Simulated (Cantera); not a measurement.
An isothermal, constant-pressure homogeneous reactor starts with N₂O : H₂ : N₂ = 1 : 0.0026 : 0.9 (molar parts), at 1500 K and 160000 Pa. Integrator tolerance rtol = 1e-08.

Computed with Cantera and GRI-Mech 3.0 (53 species, 325 reactions). GRI-Mech 3.0 was tuned for natural gas; its chemistry of N2O as a main component is partial and can be far from experiment. The temperature is held fixed by assumption; the heat of reaction is taken as removed at once.

Task: What does this change do: N2O 1 to 4.6 parts?

Result: 
| quantity | before | after |
|---|---|---|
| x(N₂O) at 10.0 s | 1.91e-6 (gas-phase equilibrium 9.50e-8) | 3.82e-6 (gas-phase equilibrium 1.01e-7) |
| x(H₂) at 10.0 s | 3.94e-9 (gas-phase equilibrium 3.57e-9) | 1.02e-9 (gas-phase equilibrium 9.19e-10) |
| x(N₂) at 10.0 s | 0.754 (gas-phase equilibrium 0.791) | 0.652 (gas-phase equilibrium 0.704) |
| x(O) at 10.0 s | 1.33e-6 (gas-phase equilibrium 1.47e-6) | 1.59e-6 (gas-phase equilibrium 1.75e-6) |
| x(NO₂) at 10.0 s | 0.000447 (gas-phase equilibrium 8.20e-6) | 0.000760 (gas-phase equilibrium 1.10e-5) |
| x(HO₂) at 10.0 s | 1.94e-8 (gas-phase equilibrium 2.24e-8) | 1.40e-8 (gas-phase equilibrium 1.62e-8) |
